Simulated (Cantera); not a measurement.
Input: 1 mol AlI₃, 0.22 mol NH₃, 720 mol H₂, held at 13300 Pa.

Method: chemical equilibrium by Gibbs-energy minimisation in Cantera with the NASA 1993 tables (ideal gas, pure condensed phases). Candidate condensed phases: Al, AlI₃, AlN, I₂; 19 gas species. Kinetics and transport are ignored. All values below are at 1423 K.

Base state: H₂ 0.996, HI 0.00194, I 0.00111, AlI 0.00108, H 1.82e-5 (mole fractions); condensed: AlN(s).

Task: What changes in the equilibrium state with this change: AlI₃ replaced by AlCl₃?

Result: 
```
species       before     after
-----------  -------  --------
H₂             0.996     0.996
HCl                0   0.00274
AlCl               0  0.000900
HI           0.00194         0
I            0.00111         0
AlI          0.00108         0
AlCl₃              0  0.000107
AlCl₂              0   9.57e-5
N₂           3.69e-6   1.13e-5
AlN(s), mol    0.215     0.204
```
The tables' values for AlCl₂ are old estimates; treat these amounts as uncertain. Further candidate phases: AlCl₃, NH₄Cl.
